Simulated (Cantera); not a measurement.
**NO annealing gas**

An isothermal, constant-pressure homogeneous reactor starts with NO : N2 = 1 : 12 (molar parts), at 2173 K and 760 Torr.

Model: GRI-Mech 3.0 (53 species, 325 reactions), integrated in Cantera.

```json
[
 {"t (s)": "2.00e-5", "x NO": "0.0769", "x NO2": "1.66e-8", "x N2O": "4.13e-7", "x O2": "1.15e-9", "x O": "4.55e-7", "x N2": "0.923"},
 {"t (s)": "5.63e-5", "x NO": "0.0769", "x NO2": "8.89e-8", "x N2O": "1.03e-6", "x O2": "9.56e-9", "x O": "1.37e-6", "x N2": "0.923"},
 {"t (s)": "0.000159", "x NO": "0.0769", "x NO2": "3.80e-7", "x N2O": "2.13e-6", "x O2": "8.67e-8", "x O": "4.51e-6", "x N2": "0.923"},
 {"t (s)": "0.000447", "x NO": "0.0769", "x NO2": "1.41e-6", "x N2O": "3.06e-6", "x O2": "8.68e-7", "x O": "1.52e-5", "x N2": "0.923"},
 {"t (s)": "0.00126", "x NO": "0.0768", "x NO2": "4.22e-6", "x N2O": "3.20e-6", "x O2": "8.90e-6", "x O": "4.45e-5", "x N2": "0.923"},
 {"t (s)": "0.00355", "x NO": "0.0767", "x NO2": "8.40e-6", "x N2O": "3.19e-6", "x O2": "7.59e-5", "x O": "8.92e-5", "x N2": "0.923"},
 {"t (s)": "0.0100", "x NO": "0.0760", "x NO2": "1.00e-5", "x N2O": "3.14e-6", "x O2": "0.000371", "x O": "0.000107", "x N2": "0.923"},
 {"t (s)": "0.0282", "x NO": "0.0742", "x NO2": "1.16e-5", "x N2O": "3.00e-6", "x O2": "0.00127", "x O": "0.000126", "x N2": "0.924"},
 {"t (s)": "0.0794", "x NO": "0.0687", "x NO2": "1.47e-5", "x N2O": "2.60e-6", "x O2": "0.00400", "x O": "0.000172", "x N2": "0.927"},
 {"t (s)": "0.224", "x NO": "0.0525", "x NO2": "1.74e-5", "x N2O": "1.61e-6", "x O2": "0.0121", "x O": "0.000263", "x N2": "0.935"},
 {"t (s)": "0.630", "x NO": "0.0217", "x NO2": "1.05e-5", "x N2O": "5.18e-7", "x O2": "0.0274", "x O": "0.000380", "x N2": "0.951"},
 {"t (s)": "1.77", "x NO": "0.00603", "x NO2": "3.28e-6", "x N2O": "3.36e-7", "x O2": "0.0352", "x O": "0.000426", "x N2": "0.958"},
 {"t (s)": "5.00", "x NO": "0.00540", "x NO2": "2.95e-6", "x N2O": "3.34e-7", "x O2": "0.0355", "x O": "0.000428", "x N2": "0.959"}
]
```
x: mole fraction; the columns are a selection and need not sum to one.

Equilibrium at this temperature and pressure: NO 0.00540, NO2 2.95e-6, N2O 3.34e-7, O2 0.0355, O 0.000428, N2 0.959 (gas phase only).
